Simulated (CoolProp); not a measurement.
Dry air along the isobar 3220 kPa: Z from the reference equation and from simpler models built on Tc = 132.5 K, pc = 3786 kPa, ω = 0.034; each cubic takes its own stable root.

The numbers come from the reference Helmholtz-energy equation of state, Lemmon 2000 in CoolProp. It is a pseudo-pure fit of the blend.

| T (K) | phase | reference | Pitzer virial | Redlich-Kwong |
|---|---|---|---|---|
| 135.9 | gas | 0.6477 | 0.7322 | 0.6523 |
| 146.9 | gas | 0.7553 | 0.7898 | ? |
| 157.9 | gas | 0.8173 | 0.8330 | ? |
| 168.9 | gas | 0.8591 | ? | ? |
| 179.9 | gas | 0.8892 | 0.8918 | 0.8850 |
| 190.8 | gas | 0.9117 | 0.9119 | 0.9073 |
| 201.8 | gas | 0.9292 | 0.9281 | 0.9246 |
| 212.8 | gas | 0.9430 | 0.9412 | 0.9384 |
| 223.8 | gas | 0.9541 | 0.9519 | 0.9494 |
| 234.8 | gas | 0.9631 | ? | 0.9583 |
| 245.8 | gas | 0.9705 | 0.9680 | ? |
| 256.7 | gas | 0.9766 | 0.9740 | 0.9718 |
| 267.7 | gas | 0.9817 | 0.9791 | 0.9769 |
| 278.7 | gas | 0.9861 | 0.9834 | 0.9812 |

Problem. Complete the blanks.

Solution. 
- 146.9, Redlich-Kwong: 0.7542
- 157.9, Redlich-Kwong: 0.8144
- 168.9, Pitzer virial: 0.8660
- 168.9, Redlich-Kwong: 0.8554
- 234.8, Pitzer virial: 0.9607
- 245.8, Redlich-Kwong: 0.9657
